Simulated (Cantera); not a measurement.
A freely propagating, adiabatic, planar premixed flame of CH₄ : O₂ : N₂ : H₂O : H₂ = 1 : 1.54 : 4.46 : 0.94 : 0.032 (molar parts), equivalence ratio 1.3, unburnt at 575 K and 9.87 atm; mixture-averaged transport, grid criteria slope 0.08 and curve 0.16, no radiation.

Model: GRI-Mech 3.0 (53 species, 325 reactions), integrated in Cantera. Burning velocities carry a grid error of a few per cent, more on coarse grids.

x: mole fraction of selected species; z is measured from the peak of heat release.

| z (mm) | T (K) | u (m/s) | x CH₄ | x O₂ | x H₂O | x CH₂ | x C₂H₆ | x NO₂ |
|---|---|---|---|---|---|---|---|---|
| -0.293 | 576 | 0.351 | 0.125 | 0.193 | 0.118 | <1e-8 | 1.71e-7 | <1e-8 |
| -0.195 | 584 | 0.357 | 0.124 | 0.191 | 0.119 | <1e-8 | 1.74e-6 | 1.65e-8 |
| -0.146 | 613 | 0.376 | 0.121 | 0.188 | 0.122 | <1e-8 | 1.11e-5 | 8.41e-8 |
| -0.0976 | 740 | 0.459 | 0.111 | 0.177 | 0.138 | <1e-8 | 8.62e-5 | 4.44e-7 |
| -0.0488 | 1220 | 0.772 | 0.0751 | 0.129 | 0.195 | <1e-8 | 0.000704 | 1.04e-6 |
| -0.0244 | 1625 | 1.04 | 0.0428 | 0.0813 | 0.243 | 9.42e-7 | 0.00106 | 3.25e-7 |
| 0 | 1990 | 1.29 | 0.0142 | 0.0335 | 0.284 | 2.01e-5 | 0.000242 | 2.41e-8 |
| 0.0244 | 2169 | 1.40 | [?] | [?] | 0.300 | [?] | [?] | <1e-8 |
| 0.0488 | 2228 | 1.44 | 0.00111 | 0.00271 | 0.302 | 1.23e-5 | 1.23e-6 | <1e-8 |
| 0.0976 | 2256 | 1.45 | 0.000260 | 0.000306 | 0.301 | 2.15e-6 | 4.58e-8 | <1e-8 |
| 0.195 | 2265 | 1.46 | 5.06e-5 | 2.35e-5 | 0.300 | 2.44e-7 | <1e-8 | <1e-8 |
| 0.390 | 2267 | 1.46 | 5.06e-6 | 9.78e-6 | 0.299 | 1.79e-8 | <1e-8 | <1e-8 |
| 0.781 | 2267 | 1.46 | [?] | [?] | 0.299 | <1e-8 | <1e-8 | <1e-8 |

**Question.** What belongs in the gaps?

**Answer.** 
- 0.0244, x CH₄: 0.00348
- 0.0244, x O₂: 0.00969
- 0.0244, x CH₂: 2.77e-5
- 0.0244, x C₂H₆: 1.38e-5
- 0.781, x CH₄: 1.15e-7
- 0.781, x O₂: 8.94e-6
